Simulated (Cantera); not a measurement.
Charge: 1 mol SiCl4, 0.93 mol O3, 21 mol N2, at 1050 K and 0.00133 bar.

These are equilibrium values from Cantera (NASA tables, ideal gas, pure condensed phases), not measurements of a reactor. Candidate condensed phases: Si, SiO2, Si2N2O, Si3N4; 23 gas species. Rates play no part.

Base state: N2 0.895, Cl2 0.0821, O2 0.0168, Cl 0.00622, NO 1.59e-5 (mole fractions); condensed: SiO2(β-quartz).

What changes in the equilibrium state with this change: pressure from 0.00133 bar to 8.10e-5 bar?


```tsv
species	before	after
N2	0.895	0.887
Cl2	0.0821	0.0726
Cl	0.00622	0.0237
O2	0.0168	0.0167
NO	1.59e-5	1.58e-5
SiO2(β-quartz), mol	1.00	1.00
```

What changes in the equilibrium state with this change: temperature from 1050 K to 1375 K?


```tsv
species	before	after
N2	0.895	0.850
Cl	0.00622	0.106
Cl2	0.0821	0.0277
O2	0.0168	0.0159
NO	1.59e-5	0.000179
ClO	1.61e-6	1.43e-5
SiO2(β-quartz), mol	1.00	1.00
```
The tables hold silica as quartz up to 1696 K and as liquid above; real silica turns to tridymite and cristobalite and melts near 1996 K.
